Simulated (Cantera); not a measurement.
## Premixed flame

A freely propagating, adiabatic, planar premixed flame of 14.7 % CH4, 0.913 % C2H6, 0.471 % C3H8, 23.3 % O2, 60.6 % N2, unburnt at 700 K and 160000 Pa; mixture-averaged transport, grid criteria slope 0.08 and curve 0.16, no radiation.

Model: GRI-Mech 3.0 (53 species, 325 reactions), integrated in Cantera. Burning velocities carry a grid error of a few per cent, more on coarse grids.

```json
[
 {"z (mm)": "-0.640", "T (K)": "700", "u (m/s)": "1.49", "x CH4": "0.147", "x C2H6": "0.00909", "x C3H8": "0.00469", "x NO2": "<1e-8", "x O": "<1e-8", "x CO": "7.50e-6"},
 {"z (mm)": "-0.427", "T (K)": "704", "u (m/s)": "1.51", "x CH4": "0.145", "x C2H6": "0.00903", "x C3H8": "0.00466", "x NO2": "<1e-8", "x O": "<1e-8", "x CO": "0.000111"},
 {"z (mm)": "-0.320", "T (K)": "717", "u (m/s)": "1.55", "x CH4": "0.143", "x C2H6": "0.00895", "x C3H8": "0.00462", "x NO2": "2.06e-8", "x O": "<1e-8", "x CO": "0.000496"},
 {"z (mm)": "-0.213", "T (K)": "806", "u (m/s)": "1.77", "x CH4": "0.133", "x C2H6": "0.00868", "x C3H8": "0.00445", "x NO2": "1.27e-7", "x O": "1.16e-7", "x CO": "0.00377"},
 {"z (mm)": "-0.107", "T (K)": "1258", "u (m/s)": "2.88", "x CH4": "0.0949", "x C2H6": "0.00707", "x C3H8": "0.00275", "x NO2": "1.84e-7", "x O": "1.23e-5", "x CO": "0.0277"},
 {"z (mm)": "-0.0533", "T (K)": "1680", "u (m/s)": "3.95", "x CH4": "0.0560", "x C2H6": "0.00342", "x C3H8": "0.000620", "x NO2": "7.08e-8", "x O": "0.000102", "x CO": "0.0588"},
 {"z (mm)": "0", "T (K)": "2061", "u (m/s)": "4.95", "x CH4": "0.0197", "x C2H6": "0.000331", "x C3H8": "8.43e-6", "x NO2": "1.38e-8", "x O": "0.000313", "x CO": "0.0937"},
 {"z (mm)": "0.0533", "T (K)": "2273", "u (m/s)": "5.50", "x CH4": "0.00461", "x C2H6": "1.16e-5", "x C3H8": "1.40e-8", "x NO2": "<1e-8", "x O": "0.000406", "x CO": "0.113"},
 {"z (mm)": "0.107", "T (K)": "2358", "u (m/s)": "5.72", "x CH4": "0.00109", "x C2H6": "6.74e-7", "x C3H8": "<1e-8", "x NO2": "<1e-8", "x O": "0.000372", "x CO": "0.118"},
 {"z (mm)": "0.213", "T (K)": "2403", "u (m/s)": "5.82", "x CH4": "0.000106", "x C2H6": "<1e-8", "x C3H8": "<1e-8", "x NO2": "<1e-8", "x O": "0.000304", "x CO": "0.117"},
 {"z (mm)": "0.427", "T (K)": "2418", "u (m/s)": "5.84", "x CH4": "3.45e-6", "x C2H6": "<1e-8", "x C3H8": "<1e-8", "x NO2": "<1e-8", "x O": "0.000251", "x CO": "0.115"},
 {"z (mm)": "0.854", "T (K)": "2430", "u (m/s)": "5.86", "x CH4": "2.81e-8", "x C2H6": "<1e-8", "x C3H8": "<1e-8", "x NO2": "<1e-8", "x O": "0.000197", "x CO": "0.115"},
 {"z (mm)": "1.71", "T (K)": "2443", "u (m/s)": "5.89", "x CH4": "<1e-8", "x C2H6": "<1e-8", "x C3H8": "<1e-8", "x NO2": "<1e-8", "x O": "0.000143", "x CO": "0.115"}
]
```
x: mole fraction of selected species; z is measured from the peak of heat release.

* **laminar burning velocity**: 149 cm/s
* **thermal thickness**: 0.213 mm
* **peak x(O)**: 0.000406
* **peak x(CO)**: 0.118
* **grid points**: 139
